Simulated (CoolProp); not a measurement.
A simple Rankine cycle with R1336mzz(E): condensing at 312.15 K, boiler at 1.2 MPa, turbine inlet 368.2 K, turbine efficiency 0.65, pump efficiency 0.6, no recuperator. Each further row changes one setting.

The numbers come from the reference Helmholtz-energy equation of state, Akasaka 2023 in CoolProp.

```
case                             thermal efficiency (%)  net work (kJ/kg)  heat in (kJ/kg)  turbine exit temperature (K)  volume ratio over the turbine
-------------------------------  ----------------------  ----------------  ---------------  ----------------------------  -----------------------------
as stated                                           6.9              11.9              171                         337.3                           4.49
turbine inlet 388.2 K                               6.9              13.2              192                         359.3                           4.26
condensing temperature 304.15 K                     7.9              14.4              181                         333.1                           5.85
boiler pressure 0.84 MPa                            5.4              9.63              178                         348.0                           2.89
turbine efficiency 0.55                             5.8              9.85              171                         339.6                           4.53
```
